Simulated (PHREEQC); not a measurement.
PHREEQC input (ion-association model, wateq4f.dat):

```
SOLUTION_MASTER_SPECIES
  An  An-  0  An  62.0  # stands for a non-complexing anion
SOLUTION_SPECIES
  An- = An-
    -log_k 0
    -gamma 3.0 0
PHASES
  Fix_H+
    H+ = H+
    -log_k 0
SOLUTION 1
  temp 25
  units mmol/kgw
  pH 7 charge
  Cl 0.62
  Sr 0.31
  Na 300
  An 300
END
SELECTED_OUTPUT 1
  -reset false
  -pH true
  -pe true
  -ionic_strength true
  -water true
  -totals Cl Na Sr
  -molalities Hfo_wOH Hfo_wOH2+ Hfo_wO- Hfo_sOH Hfo_sOH2+ Hfo_sO- Hfo_sOHSr+2 Hfo_wOSr+ Hfo_wOSrOH
  -saturation_indices Halite
USER_PUNCH 1
  -headings sigma psi
  10 PUNCH EDL("sigma", "Hfo"), EDL("psi", "Hfo")
PRINT
  -reset false
USE solution 1
SURFACE 1
  Hfo_wOH 0.00516854 600 2.3
  Hfo_sOH 0.000129213
EQUILIBRIUM_PHASES 1
  Fix_H+ -3 HAn 10
    -force_equality true
  O2(g) -0.68 10
END
# ... the last block is repeated for the other 12 points of pH, with NaOH or the acid as the point needs
```

Selected output (columns that matter, 13 of 13 rows; pH added in front):

```
pH	mu	Cl	Na	Sr	m_Hfo_wOH	m_Hfo_wOH2+	m_Hfo_wO-	m_Hfo_sOH	m_Hfo_sOH2+	m_Hfo_sO-	m_Hfo_sOHSr+2	si_Halite	sigma	psi
3	0.30484	0.00062	0.3	0.00031	3.4511e-05	0.005134	5.3144e-09	8.6277e-07	0.00012835	1.3286e-10	4.5993e-10	-5.6205	0.36796	0.12526
3.67	0.30378	0.00062	0.3	0.00031	0.00015127	0.0050172	1.0448e-07	3.7816e-06	0.00012543	2.612e-09	2.1942e-09	-5.6203	0.35958	0.12419
4.33	0.30336	0.00062	0.3	0.00030999	0.00054318	0.0046239	1.4618e-06	1.3578e-05	0.00011559	3.6541e-08	1.0847e-08	-5.6202	0.33129	0.12008
5	0.30287	0.00062	0.3	0.00030994	0.0013858	0.0037711	1.1666e-05	3.4627e-05	9.4232e-05	2.915e-07	6.1859e-08	-5.62	0.26945	0.10975
5.67	0.3023	0.00062	0.3	0.0003096	0.0024076	0.002712	4.8965e-05	6.0003e-05	6.7588e-05	1.2203e-06	4.0154e-07	-5.6199	0.1909	0.092774
6.33	0.30179	0.00062	0.3	0.00030724	0.0032184	0.0018197	0.0001304	7.8745e-05	4.4524e-05	3.1905e-06	2.7541e-06	-5.6198	0.1214	0.071439
7	0.30135	0.00062	0.3	0.00029176	0.0037235	0.0011745	0.00027044	8.0045e-05	2.5248e-05	5.8136e-06	1.8107e-05	-5.6197	0.067112	0.046799
7.67	0.30092	0.00062	0.3	0.00024135	0.0039474	0.000732	0.00048765	4.7426e-05	8.7946e-06	5.8589e-06	6.7134e-05	-5.6196	0.026785	0.020811
8.33	0.30086	0.00062	0.30036	0.00018343	0.0039195	0.00044699	0.00078735	1.3163e-05	1.5012e-06	2.6442e-06	0.0001119	-5.619	-0.007206	-0.0057419
9	0.30103	0.00061999	0.30106	9.4082e-05	0.003621	0.00024889	0.0012068	3.5842e-06	2.4636e-07	1.1946e-06	0.00012419	-5.6181	-0.043286	-0.032369
9.67	0.30133	0.00061998	0.30191	1.6318e-05	0.0030795	0.00012077	0.0017989	2.9093e-06	1.141e-07	1.6994e-06	0.00012449	-5.6169	-0.088267	-0.057588
10.33	0.30198	0.00061997	0.30302	2.1127e-06	0.0023513	4.9066e-05	0.0025814	3.7068e-06	7.7351e-08	4.0694e-06	0.00012135	-5.6155	-0.14745	-0.080421
11	0.30363	0.00061996	0.30518	3.7621e-07	0.0014243	1.315e-05	0.0035344	4.5528e-06	4.2031e-08	1.1297e-05	0.00011331	-5.6128	-0.21772	-0.099104
```

Species that the database lacks are ignored. The oxide is taken as insoluble; below pH 4 it would dissolve.
